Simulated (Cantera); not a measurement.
A closed system holds: 1 mol CS₂, 4 mol H₂, 0.76 mol O₂, equilibrated at 0.0100 bar.

Method: chemical equilibrium by Gibbs-energy minimisation in Cantera with the NASA 1993 tables (ideal gas, pure condensed phases). Candidate condensed phases: C, C₆H₆, C₇H₈, C₈H₁₈, H₂O, H₂SO₄, S; 123 gas species. Gases not in the tables: S₃ to S₇. Kinetics and transport are ignored.

x: gas mole fraction; n: condensed amount in mol.

```json
[
 {"T (K)": "723", "x H": "<1e-12", "x H₂": "0.353", "x H₂S": "0.415", "x S": "<1e-12", "x CO": "0.0764", "x S₂": "2.01e-6", "x CO₂": "0.0915", "x H₂O": "0.0551", "x O": "<1e-12", "x SO": "<1e-12", "x SH": "2.20e-8", "n C(graphite)": "0.150"},
 {"T (K)": "923", "x H": "1.45e-9", "x H₂": "0.351", "x H₂S": "0.392", "x S": "2.65e-10", "x CO": "0.147", "x S₂": "0.00111", "x CO₂": "0.0479", "x H₂O": "0.0561", "x O": "<1e-12", "x SO": "1.60e-9", "x SH": "7.67e-6", "n C(graphite)": "0"},
 {"T (K)": "1123", "x H": "2.66e-7", "x H₂": "0.390", "x H₂S": "0.308", "x S": "2.27e-7", "x CO": "0.161", "x S₂": "0.0363", "x CO₂": "0.0275", "x H₂O": "0.0728", "x O": "<1e-12", "x SO": "8.50e-7", "x SH": "0.000260", "n C(graphite)": "0"},
 {"T (K)": "1323", "x H": "1.11e-5", "x H₂": "0.488", "x H₂S": "0.150", "x S": "1.27e-5", "x CO": "0.163", "x S₂": "0.103", "x CO₂": "0.0143", "x H₂O": "0.0789", "x O": "<1e-12", "x SO": "2.67e-5", "x SH": "0.00163", "n C(graphite)": "0"},
 {"T (K)": "1523", "x H": "(withheld)", "x H₂": "0.541", "x H₂S": "(withheld)", "x S": "(withheld)", "x CO": "0.162", "x S₂": "0.136", "x CO₂": "(withheld)", "x H₂O": "0.0798", "x O": "(withheld)", "x SO": "(withheld)", "x SH": "(withheld)", "n C(graphite)": "0"},
 {"T (K)": "1723", "x H": "0.00137", "x H₂": "0.561", "x H₂S": "0.0304", "x S": "0.00148", "x CO": "0.162", "x S₂": "0.146", "x CO₂": "0.00645", "x H₂O": "0.0783", "x O": "2.02e-8", "x SO": "0.00155", "x SH": "0.0100", "n C(graphite)": "0"},
 {"T (K)": "1923", "x H": "0.00708", "x H₂": "0.564", "x H₂S": "0.0156", "x S": "0.00711", "x CO": "0.161", "x S₂": "0.142", "x CO₂": "0.00482", "x H₂O": "0.0726", "x O": "7.33e-7", "x SO": "0.00564", "x SH": "0.0170", "n C(graphite)": "0"},
 {"T (K)": "2123", "x H": "(withheld)", "x H₂": "0.552", "x H₂S": "(withheld)", "x S": "(withheld)", "x CO": "0.158", "x S₂": "(withheld)", "x CO₂": "(withheld)", "x H₂O": "(withheld)", "x O": "(withheld)", "x SO": "(withheld)", "x SH": "(withheld)", "n C(graphite)": "0"},
 {"T (K)": "2323", "x H": "0.0777", "x H₂": "0.509", "x H₂S": "0.00429", "x S": "0.0599", "x CO": "0.151", "x S₂": "0.0926", "x CO₂": "0.00236", "x H₂O": "0.0453", "x O": "0.000119", "x SO": "0.0249", "x SH": "0.0287", "n C(graphite)": "0"},
 {"T (K)": "2523", "x H": "0.180", "x H₂": "0.421", "x H₂S": "0.00184", "x S": "0.110", "x CO": "0.138", "x S₂": "0.0523", "x CO₂": "0.00156", "x H₂O": "0.0298", "x O": "0.000762", "x SO": "0.0327", "x SH": "0.0265", "n C(graphite)": "0"},
 {"T (K)": "2723", "x H": "0.335", "x H₂": "0.293", "x H₂S": "0.000589", "x S": "0.150", "x CO": "0.121", "x S₂": "0.0208", "x CO₂": "0.00104", "x H₂O": "0.0170", "x O": "0.00370", "x SO": "0.0332", "x SH": "0.0180", "n C(graphite)": "0"},
 {"T (K)": "2923", "x H": "0.498", "x H₂": "0.162", "x H₂S": "0.000140", "x S": "0.164", "x CO": "0.106", "x S₂": "0.00666", "x CO₂": "0.000645", "x H₂O": "0.00713", "x O": "0.0131", "x SO": "0.0255", "x SH": "0.00945", "n C(graphite)": "0"},
 {"T (K)": "3123", "x H": "0.608", "x H₂": "0.0718", "x H₂S": "2.83e-5", "x S": "0.169", "x CO": "0.0954", "x S₂": "0.00223", "x CO₂": "0.000305", "x H₂O": "0.00176", "x O": "0.0277", "x SO": "0.0136", "x SH": "0.00441", "n C(graphite)": "0"},
 {"T (K)": "3323", "x H": "0.659", "x H₂": "0.0290", "x H₂S": "5.69e-6", "x S": "0.172", "x CO": "0.0903", "x S₂": "0.000834", "x CO₂": "0.000116", "x H₂O": "0.000299", "x O": "0.0379", "x SO": "0.00546", "x SH": "0.00203", "n C(graphite)": "0"}
]
```

Problem. Complete the blanks.

Solution. 
- 2123, x H: 0.0267
- 2123, x H₂S: 0.00840
- 2123, x S: 0.0240
- 2123, x S₂: 0.125
- 2123, x CO₂: 0.00348
- 2123, x H₂O: 0.0610
- 2123, x O: 1.25e-5
- 2123, x SO: 0.0141
- 2123, x SH: 0.0243
- 1523, x H: 0.000170
- 1523, x H₂S: 0.0650
- 1523, x S: 0.000196
- 1523, x CO₂: 0.00893
- 1523, x O: 2.09e-10
- 1523, x SO: 0.000273
- 1523, x SH: 0.00481
